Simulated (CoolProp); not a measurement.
C3F8 (R218) along the isobar 3.81 MPa: fugacity coefficient from the reference equation and from simpler models built on Tc = 345.0 K, pc = 2.640 MPa, ω = 0.317; each cubic takes its own stable root.

Model: reference Helmholtz-energy equation of state, Lemmon 2006, in CoolProp. It is a short technical equation, of lower accuracy than the large ones.

```csv
T (K),phase,reference
304,liquid,0.2495
319.6,liquid,0.3374
335.2,liquid,0.4347
350.8,supercritical,0.5348
366.4,supercritical,0.6226
381.9,supercritical,0.6834
397.5,supercritical,0.7299
413.1,supercritical,0.7678
428.7,supercritical,0.7996
```

Problem. How far does each simpler model (van der Waals, Peng-Robinson) lie from the reference over these 9 states: mean and median of the absolute difference, and the worst?

Solution. 
- van der Waals: mean 13.2 %, median 4.9 %, worst +51.9 % at 304 K and 3.81 MPa
- Peng-Robinson: mean 2.7 %, median 2.9 %, worst -3.6 % at 381.9 K and 3.81 MPa
